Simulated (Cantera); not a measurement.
Input (Python, Cantera) and output of one run.

```python
import numpy as np
import cantera as ct

gas_names = """
    SiO O
""".split()
cond_names = """
    Si(cr) Si(L)
""".split()


# ... load() reads the species with a 1 bar reference pressure and builds the phases ...
species = {s.name: s for s in load("nasa_gas.yaml", gas_names) + load("nasa_condensed.yaml", cond_names)}
# Each term lists the table entries of one substance; the one whose range holds T is used.
reactions = {
    'SiO(g) = O(g) + Si':
        [(-1, ['SiO']), (1, ['O']), (1, ['Si(cr)', 'Si(L)'])],
}


def pick(names, T):
    return next(species[n] for n in names if species[n].thermo.min_temp <= T <= species[n].thermo.max_temp)


results = []
for label, terms in reactions.items():
    print(label)
    print("     T/K   dH/kJ  dS/(J/K)   dG/kJ   log10 K")
    for T in [1848, 1948, 2048, 2148, 2248, 2348, 2448, 2548, 2648, 2748]:
        used = [(nu, pick(names, T)) for nu, names in terms]
        dH = sum(nu * s.thermo.h(T) for nu, s in used) / 1e6
        dS = sum(nu * s.thermo.s(T) for nu, s in used) / 1e3
        dG = dH - T * dS / 1e3
        logK = -dG * 1e6 / (ct.gas_constant * T * np.log(10))
        results.append((label, T, dH, dS, dG, logK, [s.name for _, s in used]))
        print(f"{T:8g} {dH:8.1f} {dS:8.1f} {dG:8.1f} {logK:8.2f}")
```

Output:

```
SiO(g) = O(g) + Si
     T/K   dH/kJ  dS/(J/K)   dG/kJ   log10 K
    1848    418.5     20.2    381.3   -10.78
    1948    419.6     20.7    379.2   -10.17
    2048    420.7     21.3    377.1    -9.62
    2148    421.7     21.8    375.0    -9.12
    2248    422.8     22.3    372.8    -8.66
    2348    423.8     22.7    370.5    -8.24
    2448    424.9     23.1    368.2    -7.86
    2548    425.9     23.6    365.9    -7.50
    2648    427.0     24.0    363.5    -7.17
    2748    428.0     24.4    361.1    -6.86
```

Cantera with NASA thermochemical tables; ideal gases at 1 bar, condensed phases pure. Condensed species are held in their standard states even where they would react or evaporate.
